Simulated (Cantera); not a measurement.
Charge: 1 mol (CH3)2SiCl2, 450 mol H2, at 2150 K and 0.0133 bar.

Method: chemical equilibrium by Gibbs-energy minimisation in Cantera with the NASA 1993 tables (ideal gas, pure condensed phases). Candidate condensed phases: C, C6H6, C7H8, C8H18, Si, SiC; 109 gas species. The feed counts by its element totals alone. The tables' values for SiCl are old estimates; treat these amounts as uncertain. Gases not in the tables: Si2H6 and higher silanes. Equilibrium is a limit: real reactors are often held back by kinetics, nucleation or transport.

Base state: H2 0.956, H 0.0357, HCl 0.00419, C2H2 (acetylene) 0.00185, Si 0.00155, SiC2 0.000122, Cl 0.000114, SiH 8.53e-5 (mole fractions); condensed: C(graphite) + SiC(s).

**Question.** What changes in the equilibrium state with this change: (CH3)2SiCl2 replaced by SiCl4?

**Answer.** 
```
species             before    after
----------------  --------  -------
H2                   0.956    0.954
H                   0.0357   0.0357
HCl                0.00419  0.00838
C2H2 (acetylene)   0.00185        0
Si                 0.00155  0.00198
SiC2              0.000122        0
Si2C               7.61e-5        0
C(graphite), mol    0.0286        0
SiC(s), mol         0.0990        0
```
